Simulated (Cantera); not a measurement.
An isothermal, constant-pressure homogeneous reactor starts with 23.8 % C3H8, 76.2 % H2, at 1098 K and 0.350 bar.

Computed with Cantera and GRI-Mech 3.0 (53 species, 325 reactions). GRI-Mech 3.0 was tuned for natural gas; its chemistry of propane as a main component is partial and can be far from experiment. GRI-Mech 3.0 stops at C3 and has no aromatics, soot or wall deposition, so with more carbon than oxygen in the feed, carbon stays in small species such as C2H2 where larger ones or solid carbon would form.

x: mole fraction; the columns are a selection and need not sum to one.

```json
[
 {"t (s)": "0.000500", "x C3H8": "0.237", "x H2": "0.761", "x C2H": "<1e-12", "x CH2": "9.84e-11", "x CH3": "3.35e-5"},
 {"t (s)": "0.000998", "x C3H8": "0.236", "x H2": "0.760", "x C2H": "<1e-12", "x CH2": "1.58e-10", "x CH3": "4.24e-5"},
 {"t (s)": "0.00199", "x C3H8": "0.232", "x H2": "0.758", "x C2H": "<1e-12", "x CH2": "1.66e-10", "x CH3": "4.35e-5"},
 {"t (s)": "0.00398", "x C3H8": "0.225", "x H2": "0.754", "x C2H": "<1e-12", "x CH2": "1.59e-10", "x CH3": "4.27e-5"},
 {"t (s)": "0.00794", "x C3H8": "0.212", "x H2": "0.746", "x C2H": "<1e-12", "x CH2": "1.44e-10", "x CH3": "4.12e-5"},
 {"t (s)": "0.0159", "x C3H8": "?", "x H2": "0.731", "x C2H": "<1e-12", "x CH2": "1.21e-10", "x CH3": "3.82e-5"},
 {"t (s)": "0.0317", "x C3H8": "0.148", "x H2": "0.707", "x C2H": "<1e-12", "x CH2": "8.58e-11", "x CH3": "3.29e-5"},
 {"t (s)": "0.0632", "x C3H8": "0.0927", "x H2": "0.673", "x C2H": "<1e-12", "x CH2": "4.58e-11", "x CH3": "2.43e-5"},
 {"t (s)": "0.126", "x C3H8": "0.0390", "x H2": "0.638", "x C2H": "<1e-12", "x CH2": "1.53e-11", "x CH3": "1.36e-5"},
 {"t (s)": "0.252", "x C3H8": "?", "x H2": "0.618", "x C2H": "<1e-12", "x CH2": "3.46e-12", "x CH3": "?"},
 {"t (s)": "0.503", "x C3H8": "0.00163", "x H2": "0.610", "x C2H": "<1e-12", "x CH2": "1.13e-12", "x CH3": "3.25e-6"},
 {"t (s)": "1.00", "x C3H8": "0.000160", "x H2": "0.607", "x C2H": "<1e-12", "x CH2": "<1e-12", "x CH3": "2.76e-6"},
 {"t (s)": "2.00", "x C3H8": "6.97e-5", "x H2": "0.604", "x C2H": "<1e-12", "x CH2": "<1e-12", "x CH3": "2.79e-6"},
 {"t (s)": "4.00", "x C3H8": "6.79e-5", "x H2": "0.598", "x C2H": "<1e-12", "x CH2": "<1e-12", "x CH3": "2.83e-6"}
]
```

**Question.** Some entries are withheld; supply them.

**Answer.** 
- 0.0159, x C3H8: 0.187
- 0.252, x C3H8: 0.00990
- 0.252, x CH3: 5.98e-6
